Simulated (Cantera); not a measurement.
A perfectly stirred reactor is fed with C₂H₆ : N₂ = 1 : 4.7 (molar parts), at 22.5 Torr; it is held at 1400 K, and followed from long to short residence time.

Model: GRI-Mech 3.0 (53 species, 325 reactions), integrated in Cantera. GRI-Mech 3.0 stops at C3 and has no aromatics, soot or wall deposition, so with more carbon than oxygen in the feed, carbon stays in small species such as C2H2 where larger ones or solid carbon would form. Radical loss at walls, strong at low pressure, is not modelled.

x: mole fraction; the columns are a selection and need not sum to one.

```tsv
τ (s)	x C₂H₆	x CH₄	x C₂H₄	x CH₂	x CH₃	x HCN	x C₂H
5.1	0.000258	0.0319	0.00267	2.69e-8	0.000160	5.34e-8	2.79e-8
1.7	0.000646	0.0393	0.00530	5.26e-8	0.000254	4.44e-8	3.39e-8
0.58	0.00161	0.0472	0.0109	9.95e-8	0.000397	3.56e-8	3.98e-8
0.20	0.00404	0.0543	0.0219	1.86e-7	0.000620	2.82e-8	4.39e-8
0.066	0.0107	0.0579	0.0403	3.56e-7	0.00100	2.23e-8	4.29e-8
0.022	0.0282	0.0525	0.0589	6.50e-7	0.00162	1.75e-8	3.25e-8
0.0076	0.0647	0.0355	0.0601	9.96e-7	0.00239	1.28e-8	1.71e-8
0.0026	(withheld)	(withheld)	(withheld)	(withheld)	(withheld)	(withheld)	(withheld)
0.00087	(withheld)	(withheld)	(withheld)	(withheld)	(withheld)	(withheld)	(withheld)
```

Q: Fill in the missing entries.

A: 
- 0.0026, x C₂H₆: 0.116
- 0.0026, x CH₄: 0.0156
- 0.0026, x C₂H₄: 0.0378
- 0.0026, x CH₂: 1.15e-6
- 0.0026, x CH₃: 0.00287
- 0.0026, x HCN: 8.77e-9
- 0.0026, x C₂H: 5.94e-9
- 0.00087, x C₂H₆: 0.154
- 0.00087, x CH₄: 0.00427
- 0.00087, x C₂H₄: 0.0135
- 0.00087, x CH₂: 8.62e-7
- 0.00087, x CH₃: 0.00244
- 0.00087, x HCN: 4.80e-9
- 0.00087, x C₂H: 1.22e-9
